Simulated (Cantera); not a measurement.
Feed: 1 mol CsOH, 0.13 mol H₂O, 0.15 mol H₂, at 13.3 mbar.

Cantera equilibrium calculation (NASA polynomials, part measured and part estimated; ideal gas, pure solids and liquids). Candidate condensed phases: Cs, CsOH, H₂O; 15 gas species. Kinetics and transport are ignored.

At 1673 K, list the 6 most abundant gas species with their mole fractions, and the condensed phases.

CsOH 0.532, H₂O 0.272, Cs 0.179, H₂ 0.0170, H 0.000129, OH 9.89e-5. Condensed: gas only.
